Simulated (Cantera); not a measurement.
## Silicon epitaxy and polysilicon growth: Si₂H₆ + Cl₂ + H₂

A closed system holds: 1 mol Si₂H₆, 0.029 mol Cl₂, 700 mol H₂, equilibrated at 97000 Pa.

These are equilibrium values from Cantera (NASA tables, ideal gas, pure condensed phases), not measurements of a reactor. Candidate condensed phases: Si; 19 gas species. The feed counts by its element totals alone. Gases not in the tables: Si₂H₆ and higher silanes. Rates play no part.

```json
[
 {"T (°C)": "1150", "x H₂": "1.000", "x H": "6.74e-6", "x HCl": "8.24e-5", "x SiH₂": "5.26e-7", "n Si(s)": "2.00", "n Si(l)": "0"},
 {"T (°C)": "1200", "x H₂": "1.000", "x H": "1.28e-5", "x HCl": "8.24e-5", "x SiH₂": "1.05e-6", "n Si(s)": "2.00", "n Si(l)": "0"},
 {"T (°C)": "1250", "x H₂": "1.000", "x H": "2.35e-5", "x HCl": "8.24e-5", "x SiH₂": "2.00e-6", "n Si(s)": "2.00", "n Si(l)": "0"},
 {"T (°C)": "1300", "x H₂": "1.000", "x H": "4.13e-5", "x HCl": "8.24e-5", "x SiH₂": "3.67e-6", "n Si(s)": "2.00", "n Si(l)": "0"},
 {"T (°C)": "1350", "x H₂": "1.000", "x H": "7.02e-5", "x HCl": "8.24e-5", "x SiH₂": "6.47e-6", "n Si(s)": "1.99", "n Si(l)": "0"},
 {"T (°C)": "1400", "x H₂": "1.000", "x H": "0.000116", "x HCl": "8.24e-5", "x SiH₂": "1.10e-5", "n Si(s)": "1.99", "n Si(l)": "0"},
 {"T (°C)": "1450", "x H₂": "1.000", "x H": "0.000185", "x HCl": "8.24e-5", "x SiH₂": "1.70e-5", "n Si(s)": "0", "n Si(l)": "1.99"},
 {"T (°C)": "1500", "x H₂": "1.000", "x H": "0.000289", "x HCl": "8.24e-5", "x SiH₂": "2.47e-5", "n Si(s)": "0", "n Si(l)": "1.98"}
]
```
x: gas mole fraction; n: condensed amount in mol.

From 1150 °C to 1400 °C the condensed part is Si(s). From 1450 °C to 1500 °C the condensed part is Si(l). The main Si-bearing gas is SiH₄ at 1150 °C and SiH₂ at 1500 °C.
